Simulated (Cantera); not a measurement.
An adiabatic, constant-volume homogeneous reactor starts with CH₄ : O₂ : N₂ = 1 : 2 : 7.52 (molar parts), at 1375 K and 100000 Pa.

Model: GRI-Mech 3.0 (53 species, 325 reactions), integrated in Cantera.

Q: Predict: time of steepest temperature rise; temperature at 3.00 s; equilibrium temperature; x(O₂) at 3.00 s; x(H₂O) at 3.00 s.

A: 
* **time of steepest temperature rise**: 4.40 ms
* **temperature at 3.00 s**: 2868 K
* **equilibrium temperature**: 2868 K
* **x(O₂) at 3.00 s**: 0.0199 (gas-phase equilibrium 0.0199)
* **x(H₂O) at 3.00 s**: 0.145 (gas-phase equilibrium 0.145)
